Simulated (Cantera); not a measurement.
## NO annealing gas

An isothermal, constant-pressure homogeneous reactor starts with 30.3 % NO, 69.7 % N2, at 1773 K and 510 Torr.

Cantera simulation using GRI-Mech 3.0 (53 species, 325 reactions); the numbers are that mechanism's predictions, not measurements.

| t (s) | x NO | x N2 | x O2 | x N2O | x NO2 | x O |
|---|---|---|---|---|---|---|
| 9.00e-5 | 0.303 | 0.697 | 2.80e-9 | 1.00e-6 | 5.01e-7 | 5.29e-7 |
| 0.000353 | 0.303 | 0.697 | 2.78e-8 | 3.78e-6 | 3.28e-6 | 8.90e-7 |
| 0.00138 | 0.303 | 0.697 | 4.58e-7 | 1.28e-5 | 1.58e-5 | 2.00e-6 |
| 0.00541 | 0.303 | 0.697 | 1.51e-5 | 3.03e-5 | 5.95e-5 | 5.46e-6 |
| 0.0212 | 0.302 | 0.697 | 0.000186 | 3.74e-5 | 8.34e-5 | 7.24e-6 |
| 0.0831 | 0.301 | 0.698 | 0.000915 | 3.71e-5 | 9.11e-5 | 7.89e-6 |
| 0.326 | 0.295 | 0.701 | 0.00374 | 3.56e-5 | 0.000115 | 9.97e-6 |
| 1.28 | 0.274 | 0.711 | 0.0142 | 3.05e-5 | 0.000169 | 1.53e-5 |
| 5.00 | 0.211 | 0.743 | 0.0459 | 1.77e-5 | 0.000219 | 2.54e-5 |
x: mole fraction; the columns are a selection and need not sum to one.

Equilibrium at this temperature and pressure: NO 0.00333, N2 0.847, O2 0.150, N2O 1.64e-7, NO2 6.15e-6, O 4.43e-5 (gas phase only).
